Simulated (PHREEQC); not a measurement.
Make-up at 25 °C: 0.032 mol/kgw H2SO4, 0.14 mol/kgw Al2(SO4)3 and 0.00016 mol/kgw NiSO4. Closed to the air; pH follows from the charge balance.

Equilibrium calculation in PHREEQC: ion-association model, wateq4f.dat.

The ionic strength comes out as 0.411 mol/kgw. What activity coefficients do Ni+2, AlOH+2, AlSO4+, Al+3, Al(SO4)2- get?

Ni+2 0.29, AlOH+2 0.24, AlSO4+ 0.68, Al+3 0.096, Al(SO4)2- 0.68.

This is a speciation only: nothing precipitates in the calculation. Species that the database lacks are ignored.
